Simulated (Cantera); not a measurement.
Feed: 1 mol CCl4, 0.38 mol F2, 1.7 mol H2, at 2.80 Pa.

These are equilibrium values from Cantera (NASA tables, ideal gas, pure condensed phases), not measurements of a reactor. Candidate condensed phases: C, C6H6, C7H8, C8H18; 135 gas species. Ions and electrons are included (thermal ionisation). The numbers say what is thermodynamically allowed, not how fast it happens. All values below are at 2227 °C.

Base state: Cl 0.518, H 0.340, HF 0.0879, C3 0.0178, F 0.0122, HCl 0.0110, C 0.00594, H2 0.00512 (mole fractions); condensed: C(graphite).

What changes in the equilibrium state with this change: F2 from 0.38 to 0.71 mol?


```
species             before     after
----------------  --------  --------
Cl                   0.518     0.509
H                    0.340     0.269
HF                  0.0879     0.156
F                   0.0122    0.0273
HCl                 0.0110   0.00860
C3                  0.0178    0.0178
CF                0.000398  0.000891
H2                 0.00512   0.00321
C2H2 (acetylene)   5.54e-5   3.47e-5
C2H               0.000264  0.000209
C2                 0.00164   0.00164
C(graphite), mol     0.517     0.504
```
